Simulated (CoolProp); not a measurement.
Vapour-liquid equilibrium of propane (1) + R114 (2) at 0.792 MPa; x and y are mole fractions of (1).

Values from CoolProp's multi-fluid Helmholtz-energy mixture model, Lemmon 2009 and Platzer 1990; pair parameters Bell 2016. This equation is an older, rougher fit; its heat capacities, sound speeds and derivatives of the liquid may be far off and weren't checked against measurements.

Task: Give the bubble temperature and the first vapour's composition at x = 0.35, 0.8, 0.95. Is there an azeotrope?

Result: x = 0.35: 42.2 °C, y = 0.649; x = 0.8: 23.7 °C, y = 0.919; x = 0.95: 19.3 °C, y = 0.980. No azeotrope shows between x = 0.05 and 0.95.

The pair parameters rest on a limited set of measurements; away from them the model extrapolates.
